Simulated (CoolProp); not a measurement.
Ethanol along the isotherm 346.85 °C: density (kg/m³) from the reference equation and from simpler models built on Tc = 241.6 °C, pc = 6.268 MPa, ω = 0.644; each cubic takes its own stable root.

Computed with CoolProp (reference Helmholtz-energy equation of state, Schroeder 2014).

```json
[
 {"p (MPa)": "0.0991", "phase": "gas", "reference": "0.8873"},
 {"p (MPa)": "0.204", "phase": "gas", "reference": "1.830"},
 {"p (MPa)": "0.418", "phase": "gas", "reference": "3.766"},
 {"p (MPa)": "0.858", "phase": "gas", "reference": "7.798"},
 {"p (MPa)": "1.76", "phase": "gas", "reference": "16.29"},
 {"p (MPa)": "3.62", "phase": "gas", "reference": "34.91"},
 {"p (MPa)": "7.43", "phase": "supercritical", "reference": "79.23"},
 {"p (MPa)": "15.3", "phase": "supercritical", "reference": "219.1"},
 {"p (MPa)": "31.3", "phase": "supercritical", "reference": "422.2"}
]
```

Question: How far does each simpler model (Redlich-Kwong, Soave-Redlich-Kwong, Peng-Robinson) lie from the reference over these 9 states: mean and median of the absolute difference, and the worst?

Answer: 
- Redlich-Kwong: mean 4.6 %, median 2.3 %, worst +12.3 % at 346.85 °C and 7.43 MPa
- Soave-Redlich-Kwong: mean 4.3 %, median 0.7 %, worst -20.9 % at 346.85 °C and 31.3 MPa
- Peng-Robinson: mean 3.7 %, median 1.6 %, worst -14.2 % at 346.85 °C and 31.3 MPa
